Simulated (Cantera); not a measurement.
Cantera run:

```python
import numpy as np
import cantera as ct

gas_names = """
    CL CL2 H HCL H2 N NH NH2 NH3 N2 N2H2 N2H4 Si SiCL SiCL2 SiCL3 SiCL4 SiH SiHCL3 SiH2 SiH2CL2 SiH3
    SiH3CL SiH4 SiN Si2 Si2N Si3
""".split()
cond_names = """
    NH4CL(a) NH4CL(b) Si(cr) Si(L) Si3N4(a)
""".split()


# ... load() reads the species with a 1 bar reference pressure and builds the phases ...
atoms = {
    'Si2Cl6': {'Si': 2, 'CL': 6},
    'N2': {'N': 2},
    'H2': {'H': 2},
    'NH3': {'N': 1, 'H': 3},
}
top_T = {'Si3N4(a)': 2400}  # K; cautious upper limits of use, not melting points


# ... equilibrate(T, P, feed) seeds the gas with the atoms and calls Mixture.equilibrate('TP', solver="vcs", rtol=1e-11, max_steps=5000) ...
results = []
feed = {'Si2Cl6': 1, 'N2': 0.55, 'H2': 60, 'NH3': 3.8}  # mol
P = 13332.2  # Pa
for T in [798, 998, 1198, 1398, 1598, 1798, 1998]:
    mix = equilibrate(T, P, feed)
    results.append((T, P, feed, dict(zip(mix.species_names, mix.species_moles))))
    x = sorted(zip(gas.X, gas.species_names), reverse=True)
    print(f"T = {T:g} K  P = {P:g} Pa  gas = {mix.phase_moles(0):.4g} mol")
    print("   x: " + "  ".join(f"{s} {v:.3e}" for v, s in x if v > 1e-05))
    print("   condensed (mol): " + ("  ".join(f"{mix.phase(i).name} {mix.phase_moles(i):.4g}"
          for i in range(1, mix.n_phases) if mix.phase_moles(i) > 1e-12) or "none"))
```

Result:

```
T = 798 K  P = 13332.2 Pa  gas = 69.8 mol
   x: H2 8.990e-01  HCL 8.424e-02  N2 1.626e-02  SiCL4 4.256e-04  NH3 4.422e-05
   condensed (mol): Si3N4(a) 0.6567
T = 998 K  P = 13332.2 Pa  gas = 69.81 mol
   x: H2 8.984e-01  HCL 8.527e-02  N2 1.611e-02  SiCL4 1.590e-04  SiHCL3 1.161e-05
   condensed (mol): Si3N4(a) 0.6627
T = 1198 K  P = 13332.2 Pa  gas = 69.81 mol
   x: H2 8.983e-01  HCL 8.549e-02  N2 1.608e-02  SiCL4 8.344e-05  SiHCL3 2.359e-05  SiCL2 1.031e-05
   condensed (mol): Si3N4(a) 0.6637
T = 1398 K  P = 13332.2 Pa  gas = 69.84 mol
   x: H2 8.985e-01  HCL 8.452e-02  N2 1.639e-02  SiCL2 4.324e-04  SiCL3 7.105e-05  SiCL4 4.988e-05  SiHCL3 3.723e-05  H 1.228e-05
   condensed (mol): Si3N4(a) 0.6528
T = 1598 K  P = 13332.2 Pa  gas = 70.05 mol
   x: H2 9.003e-01  HCL 7.490e-02  N2 1.943e-02  SiCL2 4.971e-03  SiCL3 1.978e-04  H 1.383e-04  SiHCL3 3.359e-05  SiCL4 1.947e-05
   condensed (mol): Si3N4(a) 0.5444
T = 1798 K  P = 13332.2 Pa  gas = 71.18 mol
   x: H2 8.928e-01  HCL 5.929e-02  N2 3.442e-02  SiCL2 1.221e-02  H 9.111e-04  SiCL3 1.425e-04  SiCL 4.644e-05  CL 4.633e-05  SiH2 2.635e-05  Si 2.314e-05  SiHCL3 1.012e-05
   condensed (mol): Si(L) 1.111
T = 1998 K  P = 13332.2 Pa  gas = 71.34 mol
   x: H2 8.876e-01  HCL 6.241e-02  N2 3.434e-02  SiCL2 1.053e-02  H 4.139e-03  Si 3.190e-04  SiCL 2.316e-04  CL 2.168e-04  SiH2 9.317e-05  SiH 7.479e-05  SiCL3 5.895e-05
   condensed (mol): Si(L) 1.191
```

Equilibrium computed with Cantera from the NASA thermochemical tables; the gas is ideal and each condensed phase is pure. The feed counts by its element totals alone. The tables' values for SiCl, SiCl3 are old estimates; treat these amounts as uncertain. Gases not in the tables: Si2H6 and higher silanes.
